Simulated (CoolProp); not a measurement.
Saturation properties of n-perfluorohexane.

The numbers come from the reference Helmholtz-energy equation of state, Gao 2022 in CoolProp.

```tsv
T (°C)	p (MPa)	enthalpy of vaporisation (kJ/kg)	liquid cp (kJ/(kg K))	vapour Z
0.15	0.008719	99.34	1.008	0.9903
7.95	0.01315	97.41	1.020	0.9866
15.75	0.01930	95.46	1.032	0.9820
23.45	0.02747	93.51	1.044	0.9764
31.25	0.03839	91.50	1.057	0.9697
38.95	0.05234	89.47	1.069	0.9617
46.75	0.07030	87.37	1.081	0.9523
54.45	0.09247	85.23	1.094	0.9416
62.25	0.1201	83.00	1.106	0.9292
```

It boils at 57.1 °C under 1 atm.
